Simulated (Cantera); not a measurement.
A closed system holds: 1 mol SiH2Cl2, 0.13 mol C2H2, 980 mol H2, at 2.20 mbar.

Equilibrium computed with Cantera from the NASA thermochemical tables; the gas is ideal and each condensed phase is pure. Candidate condensed phases: C, C6H6, C7H8, C8H18, Si, SiC; 109 gas species. Rates play no part.

Q: At 1675 °C, list the 6 most abundant gas species with their mole fractions, and the condensed phases.

A: H2 0.973, H 0.0238, HCl 0.00197, Si 0.000917, C2H2 (acetylene) 0.000115, Cl 3.61e-5. Condensed: gas only.
